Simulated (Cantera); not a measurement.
Cantera run:

```python
import numpy as np
import cantera as ct

gas_names = """
    C CH CH2 CH3 CH2OH CH3O CH4 CH3OH CN CO CO2 COOH C2 C2H CHCO,ketyl C2H2,acetylene C2H2,vinylidene
    CH2CO,ketene C2H3,vinyl CH3CN CH3CO,acetyl C2H4 C2H4O,ethylen CH3CHO,ethanal CH3COOH (HCOOH)2 C2H5
    C2H6 CH3OCH3 C2H5OH CCN CNC C2N2 C2O C3 C3H3,propargyl C3H4,allene C3H4,propyne C3H4,cyclo-
    C3H5,allyl C3H6,propylene C3H6,cyclo- C3H6O C3H7,n-propyl C3H7,i-propyl C3H8 C3H8O,1propanol
    C3H8O,2propanol C3O2 C4 C4H2 C4H4,1,3-cyclo- C4H6,butadiene C4H6,2-butyne C4H6,cyclo- C4H8,1-butene
    C4H8,cis2-buten C4H8,tr2-butene C4H8,isobutene C4H8,cyclo- (CH3COOH)2 C4H9,n-butyl C4H9,i-butyl
    C4H9,s-butyl C4H9,t-butyl C4H10,isobutane C4H10,n-butane C4N2 C5 C5H6,1,3cyclo- C5H8,cyclo-
    C5H10,1-pentene C5H10,cyclo- C5H11,pentyl C5H11,t-pentyl C5H12,n-pentane C5H12,i-pentane
    CH3C(CH3)2CH3 C6H2 C6H5,phenyl C6H5O,phenoxy C6H6 C6H5OH,phenol C6H10,cyclo- C6H12,1-hexene
    C6H12,cyclo- C6H13,n-hexyl C7H7,benzyl C7H8 C7H8O,cresol C7H14,1-heptene C7H15,n-heptyl
    C7H16,n-heptane C8H8,styrene C8H10,ethylbenz C8H16,1-octene C8H17,n-octyl C8H18,isooctane
    C8H18,n-octane C9H19,n-nonyl C10H8,naphthale C10H21,n-decyl C12H9,o-bipheny C12H10,bipheny H HCN HCO
    HCCN HNC HNCO HNO HNO2 HNO3 HO2 H2 HCHO,formaldehy HCOOH H2O H2O2 N NCO NH NH2 NH3 NH2OH NO NO2 NO3
    N2 N2H2 N2H4 N2O O OH O2 O3
""".split()
cond_names = """
    C(gr) C6H6(L) C7H8(L) C8H18(L),n-octa H2O(s) H2O(L)
""".split()


def load(file, names, dense=False):
    # The tables refer to 1 bar. Condensed volumes are neglected.
    table = {s.name: s for s in ct.Species.list_from_file(file)}
    out = []
    for n in names:
        d = dict(table[n].input_data)
        d["thermo"] = dict(d["thermo"], **{"reference-pressure": 1e5})
        if dense:
            d["equation-of-state"] = {"model": "constant-volume", "density": "1e6 g/cm^3"}
        out.append(ct.Species.from_dict(d))
    return out


gas = ct.Solution(thermo="ideal-gas", species=load("nasa_gas.yaml", gas_names))
cond = {s.name: ct.Solution(thermo="fixed-stoichiometry", species=[s], name=s.name)
        for s in load("nasa_condensed.yaml", cond_names, dense=True)}
atoms = {
    'CO': {'C': 1, 'O': 1},
    'H2': {'H': 2},
    'N2': {'N': 2},
}
top_T = {'C(gr)': 4500}  # K; cautious upper limits of use, not melting points


def equilibrate(T, P, feed):
    n = {}
    for name, mol in feed.items():
        for a, k in atoms[name].items():
            n[a] = n.get(a, 0.0) + k * mol
    gas.TPX = T, P, n
    mass = sum(n.values()) * gas.mean_molecular_weight
    gas.equilibrate("TP")
    valid = [c for c in cond.values() if c.min_temp <= T <= top_T.get(c.name, c.max_temp)]
    mix = ct.Mixture([(gas, mass / gas.mean_molecular_weight)] + [(c, 0.0) for c in valid])
    mix.T, mix.P = T, P
    mix.equilibrate("TP", solver="vcs", rtol=1e-11, max_steps=5000)
    return mix


results = []
feed = {'CO': 1, 'H2': 88, 'N2': 11}  # mol
P = 133.322  # Pa
for T in [573, 623, 673, 723, 773, 823, 873, 923, 973, 1023]:
    mix = equilibrate(T, P, feed)
    results.append((T, P, feed, dict(zip(mix.species_names, mix.species_moles))))

top = {s: max(r[3][s] / sum(r[3][g] for g in gas_names) for r in results) for s in gas_names}
cols = sorted((s for s in top if top[s] > 0.0001), key=lambda s: -top[s])[:5]
seen = [c for c in cond_names if any(r[3].get(c, 0) > 1e-12 for r in results)]
print("log10 of partial pressures in bar; condensed amounts in mol")
print(f"{'T/K':>10s}" + "".join(f"{s[:9]:>10s}" for s in cols + seen))
for T, P, feed, n in results:
    ng = sum(n[g] for g in gas_names)
    print(f"{T:10.4g}" + "".join(f"{np.log10(max(n[s] / ng * P / 1e5, 1e-99)):10.3f}" for s in cols)
          + "".join(f"{n.get(c, 0):10.4g}" for c in seen))
```

It prints:

```
log10 of partial pressures in bar; condensed amounts in mol
       T/K        H2        N2       CH4       H2O        CO
       573    -2.937    -3.825    -4.867    -4.867    -8.098
       623    -2.937    -3.825    -4.878    -4.881    -6.532
       673    -2.935    -3.827    -5.013    -5.029    -5.457
       723    -2.932    -3.831    -5.388    -5.413    -5.041
       773    -2.931    -3.833    -5.847    -5.869    -4.926
       823    -2.931    -3.833    -6.288    -6.305    -4.893
       873    -2.931    -3.834    -6.690    -6.703    -4.882
       923    -2.931    -3.834    -7.053    -7.062    -4.878
       973    -2.931    -3.834    -7.381    -7.385    -4.876
      1023    -2.931    -3.834    -7.681    -7.674    -4.876
```

Method: chemical equilibrium by Gibbs-energy minimisation in Cantera with the NASA 1993 tables (ideal gas, pure condensed phases).
